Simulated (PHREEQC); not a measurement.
Acid rinse or clean: an equilibrium model

Solution (45 °C): 5.8e-05 mol/kgw HNO3, 0.0011 mol/kgw CuSO4 and 3.9e-07 mol/kgw KCl. Closed to the air; pH follows from the charge balance.

Model: ion-association model, phreeqc.dat, run in PHREEQC.

This is a speciation only: nothing precipitates in the calculation.

### Question
Predict the pH, specific conductance, ionic strength.

### Answer
pH 4.31; specific conductance 388 µS/cm; ionic strength 0.00394 mol/kgw.

### Question
In which forms is S present?

### Answer
SO4-2 88 %, CuSO4 11 %, HSO4- 0.5 % of the S.

Constants without temperature data keep their 25 °C values here.
